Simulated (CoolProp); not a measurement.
A simple Rankine cycle with R21: condensing at 331.15 K, boiler at 3.16 MPa, turbine inlet 472 K, turbine efficiency 0.9, pump efficiency 0.8, no recuperator. Each further row changes one setting.

Values from CoolProp's reference Helmholtz-energy equation of state, Platzer 1990. This equation is an older, rougher fit; its heat capacities, sound speeds and derivatives of the liquid may be far off and weren't checked against measurements.

| case | thermal efficiency (%) | net work (kJ/kg) | heat in (kJ/kg) | turbine exit temperature (K) | volume ratio over the turbine |
|---|---|---|---|---|---|
| as stated | [?] | 46.1 | 284 | 371.6 | 5.91 |
| condensing temperature 323.15 K | 17.5 | [?] | 293 | [?] | 7.24 |
| boiler pressure 2.21 MPa | 13.8 | 40.7 | 295 | [?] | [?] |
| turbine efficiency 0.8 | 14.3 | 40.7 | 284 | 379.2 | 6.06 |

Q: Fill in the missing entries.

A: 
- as stated, thermal efficiency (%): 16.2
- condensing temperature 323.15 K, net work (kJ/kg): 51.4
- condensing temperature 323.15 K, turbine exit temperature (K): 361.8
- boiler pressure 2.21 MPa, turbine exit temperature (K): 394.2
- boiler pressure 2.21 MPa, volume ratio over the turbine: 4.09
